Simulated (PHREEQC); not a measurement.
0.047 g of hydrous ferric oxide (600 m²/g; 0.2 weak and 0.005 strong sites per Fe, Dzombak-Morel constants, diffuse double layer) in 1 kg of water with 0.3 mol/kgw of an inert sodium salt and 5.2e-05 mol CuCl2, at 25 °C; the pH is set by adding NaOH or the inert anion's acid. O2 is buffered at 0.21 atm. CO2 from the air is kept out. Precipitation was switched off in this run.

The series has 13 steps of pH, from 4 to 10.

Computed with PHREEQC (ion-association model, wateq4f.dat).

Near which pH is half of the Cu sorbed, and on which side is more sorbed?

Near pH 5.8, with more sorbed at higher pH.

At which pH does the surface charge pass through zero?

Near pH 9.2.

Along this series the solution becomes supersaturated in solids that the run did not let form, among them Cu(OH)2. Species that the database lacks are ignored. The database's constant for dissolved Cu(OH)2 is higher than later reviews accept.
